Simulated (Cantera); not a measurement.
A Cantera script and its output.

```python
import numpy as np
import cantera as ct

gas = ct.Solution("gri30.yaml")
gas.TPX = 1348, 38000, {'H2': 1, 'O2': 0.962, 'N2': 3.62, 'H2O': 1.1}
reactor = ct.IdealGasConstPressureReactor(gas, energy="on", clone=False)
net = ct.ReactorNet([reactor])
net.rtol, net.atol = 1e-08, 1e-16
show = ['H2', 'O2', 'H2O', 'NO2', 'N2O', 'O', 'H']
times = np.geomspace(3e-06, 6, 13)

steps = ct.SolutionArray(gas, extra=["t"])
rows = []
print(f"{'t/s':>10s}{'T/K':>9s}{'P/Pa':>11s}" + "".join(f"{s:>11s}" for s in show))
for t in times:
    while net.time < t:
        t_next = net.step()
        steps.append(gas.state, t=t_next)
    rows.append([np.interp(t, steps.t, y) for y in (steps.T, steps.P, *steps(*show).X.T)])
    print(f"{t:10.3e}{rows[-1][0]:9.1f}{rows[-1][1]:11.4g}" + "".join(f"{x:11.3e}" for x in rows[-1][2:]))
rate = np.gradient(steps.T, steps.t)
print("integrator steps:", len(steps.t))
if steps.T.max() > steps.T[0] + 200:
    print(f"time of steepest temperature rise: {steps.t[rate.argmax()]:.4e} s")
gas.TPX = 1348, 38000, {'H2': 1, 'O2': 0.962, 'N2': 3.62, 'H2O': 1.1}
gas.equilibrate("HP")
print(f"equilibrium (HP): T = {gas.T:.1f} K  " + "  ".join(f"{s} {gas[s].X[0]:.3e}" for s in show))
```

It prints:

```
       t/s      T/K       P/Pa         H2         O2        H2O        NO2        N2O          O          H
 3.000e-06   1348.0    3.8e+04  1.497e-01  1.440e-01  1.646e-01  6.781e-26  1.867e-15  3.342e-09  2.130e-08
 1.005e-05   1348.0    3.8e+04  1.497e-01  1.440e-01  1.646e-01  2.770e-23  2.442e-14  3.483e-08  1.572e-07
 3.367e-05   1348.0    3.8e+04  1.496e-01  1.439e-01  1.647e-01  7.928e-19  3.519e-12  5.173e-06  2.223e-05
 1.128e-04   1685.3    3.8e+04  2.690e-02  7.977e-02  2.699e-01  3.930e-10  5.100e-08  1.737e-02  3.361e-02
 3.780e-04   2069.3    3.8e+04  1.370e-02  7.330e-02  3.055e-01  2.402e-09  9.396e-08  7.620e-03  7.561e-03
 1.266e-03   2237.8    3.8e+04  4.561e-03  7.230e-02  3.255e-01  1.650e-08  1.757e-07  2.399e-03  1.225e-03
 4.243e-03   2260.3    3.8e+04  3.284e-03  7.239e-02  3.285e-01  5.199e-08  1.899e-07  1.725e-03  7.357e-04
 1.421e-02   2259.9    3.8e+04  3.278e-03  7.228e-02  3.285e-01  1.553e-07  1.897e-07  1.719e-03  7.332e-04
 4.762e-02   2258.7    3.8e+04  3.264e-03  7.191e-02  3.285e-01  4.868e-07  1.897e-07  1.702e-03  7.269e-04
 1.595e-01   2255.4    3.8e+04  3.224e-03  7.087e-02  3.287e-01  1.402e-06  1.922e-07  1.656e-03  7.096e-04
 5.345e-01   2250.7    3.8e+04  3.170e-03  6.943e-02  3.289e-01  2.672e-06  2.016e-07  1.593e-03  6.859e-04
 1.791e+00   2249.7    3.8e+04  3.159e-03  6.913e-02  3.290e-01  2.927e-06  2.043e-07  1.580e-03  6.811e-04
 6.000e+00   2249.7    3.8e+04  3.159e-03  6.913e-02  3.290e-01  2.928e-06  2.043e-07  1.580e-03  6.811e-04
integrator steps: 1296
time of steepest temperature rise: 7.6331e-05 s
equilibrium (HP): T = 2249.7 K  H2 3.159e-03  O2 6.913e-02  H2O 3.290e-01  NO2 2.928e-06  N2O 2.043e-07  O 1.580e-03  H 6.811e-04
```

Cantera simulation using GRI-Mech 3.0 (53 species, 325 reactions); the numbers are that mechanism's predictions, not measurements.
